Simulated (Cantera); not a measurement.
A closed system holds: 1 mol MgO, 13 mol HCl, 0.83 mol O₂, held at 1100 °C and 450 Pa.

Cantera equilibrium calculation (NASA polynomials, part measured and part estimated; ideal gas, pure solids and liquids). Equilibrium is a limit: real reactors are often held back by kinetics, nucleation or transport.

```tsv
species	before	after
HCl	0.832	0.622
O₂	0.0468	0.260
H₂O	0.0523	0.0488
MgCl₂	0.0264	0.0159
Cl₂	0.00934	0.0132
Cl	0.0331	0.0394
ClO	1.41e-5	3.95e-5
OH	4.49e-5	6.65e-5
MgO(s), mol	0.633	0.714
```
Gas species are given as mole fractions.

### Question
What was changed between the two runs?
A) O₂ from 0.83 to 5 mol
B) temperature from 1100 °C to 1577 °C
C) pressure from 450 Pa to 72.0 Pa
D) temperature from 1100 °C to 702 °C

### Answer
A, O₂ from 0.83 to 5 mol
